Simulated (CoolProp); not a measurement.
Ethanol at 298.15 K and 0.0049 MPa is compressed adiabatically to 0.0382 MPa with isentropic efficiency 0.6. Each further row changes one setting.

The numbers come from the reference Helmholtz-energy equation of state, Schroeder 2014 in CoolProp.

```csv
case,work (kJ/kg),final temperature (K),final density (kg/m³)
as stated,___,___,0.499
efficiency 1,___,___,___
efficiency 0.65,___,___,___
```

### Question
Complete the blanks.

### Answer

- as stated, work (kJ/kg): 208
- as stated, final temperature (K): 425.9
- efficiency 1, work (kJ/kg): 125
- efficiency 1, final temperature (K): 379.6
- efficiency 1, final density (kg/m³): 0.562
- efficiency 0.65, work (kJ/kg): 192
- efficiency 0.65, final temperature (K): 417.3
- efficiency 0.65, final density (kg/m³): 0.510
